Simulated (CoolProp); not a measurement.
R113 along the isotherm 282.3 K: fugacity coefficient from the reference equation and from simpler models built on Tc = 487.2 K, pc = 3.392 MPa, ω = 0.253; each cubic takes its own stable root.

Computed with CoolProp (reference Helmholtz-energy equation of state, Marx 1992).

```csv
p (MPa),phase,reference,Redlich-Kwong,Soave-Redlich-Kwong
2.12,liquid,0.01190,0.02467,0.01195
4.24,liquid,0.006611,0.01385,0.006689
6.36,liquid,0.004895,0.01036,0.004990
8.48,liquid,0.004076,0.008713,0.004186
10.6,liquid,0.003620,0.007812,0.003745
12.7,liquid,0.003349,0.007296,0.003489
14.8,liquid,0.003185,0.007002,0.003341
17,liquid,0.003087,0.006850,0.003262
19.1,liquid,0.003044,0.006812,0.003238
21.2,liquid,0.003037,0.006854,0.003252
23.3,liquid,0.003059,0.006963,0.003297
25.4,liquid,0.003106,0.007128,0.003370
27.6,liquid,0.003178,0.007356,0.003472
29.7,liquid,0.003268,0.007623,0.003593
31.8,liquid,0.003376,0.007937,0.003735
33.9,liquid,0.003502,0.008298,0.003899
```
